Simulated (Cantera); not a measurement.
**Nb2O5 + H2 (hydrogen reduction and annealing atmospheres)**

Feed: 1 mol Nb2O5, 0.88 mol H2, equilibrated at 1.60 bar.

Equilibrium computed with Cantera from the NASA thermochemical tables; the gas is ideal and each condensed phase is pure. Candidate condensed phases: H2O, Nb, NbO, NbO2, Nb2O5; 12 gas species. Mutual solubility and eutectic melting of coexisting phases are not modelled. Condensed phases not in the tables: the oxides between NbO2 and Nb2O5. The numbers say what is thermodynamically allowed, not how fast it happens.

From 900 K to 1725 K the condensed part is NbO2(s) + Nb2O5(s). From 1800 K to 1875 K the condensed part is NbO2(s) + Nb2O5(l).

```csv
T (K),log p H2,log p H2O,log p H,log p OH,log p NbO2,n NbO2(s),n Nb2O5(s),n Nb2O5(l)
900,0.20,-2.43,-9.83,<-11,<-11,0.00409,0.998,0
975,0.20,-2.15,-8.84,<-11,<-11,0.00781,0.996,0
1050,0.20,-1.91,-7.99,<-11,<-11,0.0137,0.993,0
1125,0.20,-1.68,-7.25,-11.42,<-11,0.0228,0.989,0
1200,0.19,-1.47,-6.61,-10.37,<-11,0.0369,0.982,0
1275,0.19,-1.29,-6.04,-9.45,<-11,0.0565,0.972,0
1350,0.18,-1.13,-5.53,-8.63,<-11,0.0820,0.959,0
1425,0.18,-0.99,-5.08,-7.90,-11.24,0.114,0.943,0
1500,0.16,-0.86,-4.67,-7.24,-10.21,0.152,0.924,0
1575,0.15,-0.75,-4.30,-6.65,-9.28,0.196,0.902,0
1650,0.14,-0.65,-3.97,-6.11,-8.44,0.245,0.878,0
1725,0.12,-0.57,-3.67,-5.62,-7.67,0.299,0.851,0
1800,0.11,-0.51,-3.39,-5.19,-6.97,0.339,0,0.830
1875,0.12,-0.54,-3.12,-4.89,-6.33,0.315,0,0.842
```
log p: log10 of the partial pressure in bar; n: condensed amount in mol.
